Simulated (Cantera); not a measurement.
A perfectly stirred reactor is fed with CH₄ : O₂ : N₂ = 1 : 3.64 : 20.7 (molar parts), at 0.520 bar; it is adiabatic with a 625 K inlet, and is followed from long to short residence time, starting on the burning branch (τ in s: 0.12, 0.055, 0.024, 0.011, 0.0047, 0.0021, 0.00092, 0.00041, 0.00018, 8e-05, 3.5e-05, 1.6e-05, 6.9e-06).

Detailed kinetics in Cantera: GRI-Mech 3.0 (53 species, 325 reactions).

Predict: blow-out, bracketed by the residence times tried; x(CH₄) at τ = 0.120 s; x(O₂) at τ = 0.120 s; x(C₂H₄) at τ = 0.120 s; x(CH₂CO) at τ = 0.120 s; x(CH₄) at τ = 0.920 ms; x(O₂) at τ = 0.920 ms; x(C₂H₄) at τ = 0.920 ms; x(CH₂CO) at τ = 0.920 ms.


- blow-out, bracketed by the residence times tried: burning at 0.920 ms, out at 0.410 ms
- x(CH₄) at τ = 0.120 s: 2.16e-5
- x(O₂) at τ = 0.120 s: 0.0647
- x(C₂H₄) at τ = 0.120 s: 3.56e-9
- x(CH₂CO) at τ = 0.120 s: 2.25e-9
- x(CH₄) at τ = 0.920 ms: 0.00103
- x(O₂) at τ = 0.920 ms: 0.0730
- x(C₂H₄) at τ = 0.920 ms: 5.33e-7
- x(CH₂CO) at τ = 0.920 ms: 3.44e-7
